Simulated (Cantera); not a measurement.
A perfectly stirred reactor is fed with H2 : O2 : N2 = 0.58 : 1 : 2.7 (molar parts), at 1.00 bar; it is held at 1350 K, and followed from long to short residence time.

Detailed kinetics in Cantera: GRI-Mech 3.0 (53 species, 325 reactions). The temperature is held fixed by assumption; the heat of reaction is taken as removed at once.

One state of this run: x H2 = 0.000122; x O2 = 0.178; x N2O = 1.17e-6; x NO = 9.30e-7; x NO2 = 1.88e-8; x H2O2 = 4.18e-7. x: mole fraction; the columns are a selection and need not sum to one.

Question: Which value of τ (s) does it belong to?
A. 0.086
B. 0.024
C. 0.16
D. 0.013

Answer: C, 0.16
